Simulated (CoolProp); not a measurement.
Saturation properties of carbonyl sulfide (Tc = 105.6 °C, pc = 63.69 bar, ω = 0.098).

Computed with CoolProp (reference Helmholtz-energy equation of state, Lemmon 2006). It is a short technical equation, of lower accuracy than the large ones.

```tsv
T (°C)	p (bar)	liquid density (kg/m³)	vapour density (kg/m³)	liquid cp (kJ/(kg K))	surface tension (mN/m)
29.45	14.29	977.1	41.51	1.392	7.59
34.05	15.93	963.1	46.40	1.417	6.95
38.75	17.75	948.2	51.90	1.447	6.32
43.45	19.72	932.8	57.97	1.480	5.70
48.15	21.83	916.7	64.68	1.518	5.10
52.85	24.11	900.0	72.11	1.562	4.53
57.55	26.55	882.4	80.37	1.614	3.97
62.15	29.12	864.3	89.39	1.674	3.45
66.85	31.92	844.7	99.72	1.749	2.93
71.55	34.91	823.7	111.4	1.842	2.45
76.25	38.10	801.2	124.8	1.963	1.98
80.95	41.51	776.7	140.3	2.126	1.55
85.65	45.14	749.5	158.6	2.361	1.15
90.25	48.94	719.3	180.4	2.725	0.798
94.95	53.07	682.6	209.0	3.419	0.477
```

It boils at -50.2 °C under 1 atm.

Surface tension comes from a separate correlation (Mulero 2012).
